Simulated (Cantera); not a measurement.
A perfectly stirred reactor is fed with 10.9 % CH4, 1.02 % H2, 18.6 % O2, 69.6 % N2, at 360000 Pa; it is adiabatic with a 423 K inlet, and is followed from long to short residence time, starting on the burning branch (τ in s: 0.057, 0.025, 0.011, 0.0047, 0.0021, 0.00089, 0.00039, 0.00017, 7.4e-05).

Cantera simulation using GRI-Mech 3.0 (53 species, 325 reactions); the numbers are that mechanism's predictions, not measurements.

One state of this run: T (K) = 2227; x CH4 = 2.76e-5; x H2 = 0.0266; x O2 = 0.000200; x NO = 0.000293; x C2H = 3.87e-10. x: mole fraction; the columns are a selection and need not sum to one.

Task: Which value of τ (s) does it belong to?
A. 0.0021
B. 0.00039
C. 0.025
D. 0.011

Result: C, 0.025
